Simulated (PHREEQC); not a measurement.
Consider water at 70 °C with 0.025 mol CuSO4 and 9.9e-05 mol FeCl3 per kg of water. Closed to the air; pH follows from the charge balance.

Model: ion-association model, wateq4f.dat, run in PHREEQC.

**Question.** The ionic strength comes out as 0.0594 mol/kgw. What activity coefficients do H+, Cu+2, CuOH+, Cl-, SO4-2 get?

**Answer.** H+ 0.84, Cu+2 0.43, CuOH+ 0.79, Cl- 0.79, SO4-2 0.41.

This is a speciation only: nothing precipitates in the calculation. Examples of supersaturated solids here: Hematite (slow to form), Goethite (slow to form). Others may be too. Away from 25 °C the constants follow the database's enthalpies or fits; those with neither stay at their 25 °C values.
